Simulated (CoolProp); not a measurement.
Vapour pressure (bar) of chlorine: the reference equation beside estimates from Tc = 416.9 K, pc = 76.42 bar, ω = 0.070. Clausius-Clapeyron is anchored at 237.7 K with a constant enthalpy of vaporisation of 20.41 kJ/mol.

Values from CoolProp's reference Helmholtz-energy equation of state, Thol 2021.

| T (K) | reference | Clausius-Clapeyron | Peng-Robinson |
|---|---|---|---|
| 193.3 | 0.07716 | 0.08847 | 0.09192 |
| 208.1 | 0.2039 | 0.2183 | 0.2311 |
| 222.9 | 0.4658 | 0.4776 | 0.5086 |
| 237.7 | 0.9481 | 0.9481 | 1.006 |
| 252.5 | 1.759 | 1.737 | 1.825 |
| 267.3 | 3.025 | 2.975 | 3.087 |
| 282.1 | 4.887 | 4.816 | 4.926 |
| 296.9 | 7.498 | 7.431 | 7.490 |
| 311.7 | 11.01 | 11.00 | 10.94 |
| 326.5 | 15.59 | 15.72 | 15.43 |
| 341.3 | 21.40 | 21.78 | 21.15 |

Absolute difference from the reference over all 11 rows, mean and median: Clausius-Clapeyron 2.9 and 1.5 %, Peng-Robinson 5.2 and 2.0 %.
